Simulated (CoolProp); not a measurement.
Vapour-liquid equilibrium of toluene (1) + n-nonane (2) at 327.8 K; x and y are mole fractions of (1).

Model: multi-fluid Helmholtz-energy mixture model, Lemmon 2006 and Lemmon 2006; pair parameters Bell 2016, in CoolProp.

Problem. Give the bubble pressure and the first vapour's composition at x = 0.2, 0.5, 0.8. Is there an azeotrope?

Solution. x = 0.2: 6.462 kPa, y = 0.615; x = 0.5: 10.24 kPa, y = 0.834; x = 0.8: 13.07 kPa, y = 0.935. No azeotrope shows between x = 0.05 and 0.95.

The pair parameters rest on a limited set of measurements; away from them the model extrapolates.
